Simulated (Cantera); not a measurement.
What does this Cantera script print?

```python
import numpy as np
import cantera as ct

gas = ct.Solution("gri30.yaml", transport_model="multicomponent")
show = ['N2', 'H2', 'C2H2']

rows = []
print(f"{'T/K':>7s}{'rho':>11s}{'cp':>10s}{'mu':>11s}{'lambda':>11s}{'Pr':>7s}" + "".join(f"{'D_' + s:>11s}" for s in show))
for T in [400, 500, 600, 700, 800, 900]:
    gas.TPX = T, 1333, {'CO': 0.57, 'CO2': 0.37, 'CH4': 0.31, 'H2': 0.95}
    Pr = gas.cp_mass * gas.viscosity / gas.thermal_conductivity
    D = [gas.mix_diff_coeffs_mole[gas.species_index(s)] for s in show]
    rows.append([gas.density, gas.cp_mass, gas.viscosity, gas.thermal_conductivity, Pr, *D])
    print(f"{T:7g}{gas.density:11.4e}{gas.cp_mass:10.1f}{gas.viscosity:11.4e}"
          f"{gas.thermal_conductivity:11.4e}{Pr:7.3f}" + "".join(f"{d:11.4e}" for d in D))
print("SI units: kg/m3, J/kg/K, Pa s, W/m/K, m2/s")
```

Output:

```
    T/K        rho        cp         mu     lambda     Pr       D_N2       D_H2     D_C2H2
    400 7.1303e-03    1849.7 1.9477e-05 8.1642e-02  0.441 3.6066e-03 9.0626e-03 2.9049e-03
    500 5.7042e-03    1935.4 2.3066e-05 9.8233e-02  0.454 5.3061e-03 1.3224e-02 4.3249e-03
    600 4.7535e-03    2018.4 2.6345e-05 1.1428e-01  0.465 7.2464e-03 1.7966e-02 5.9532e-03
    700 4.0744e-03    2099.1 2.9391e-05 1.3031e-01  0.473 9.4111e-03 2.3252e-02 7.7744e-03
    800 3.5651e-03    2176.5 3.2253e-05 1.4655e-01  0.479 1.1788e-02 2.9054e-02 9.7767e-03
    900 3.1690e-03    2248.5 3.4966e-05 1.6281e-01  0.483 1.4366e-02 3.5348e-02 1.1951e-02
SI units: kg/m3, J/kg/K, Pa s, W/m/K, m2/s
```

Model: GRI-Mech 3.0 (53 species, 325 reactions), integrated in Cantera.
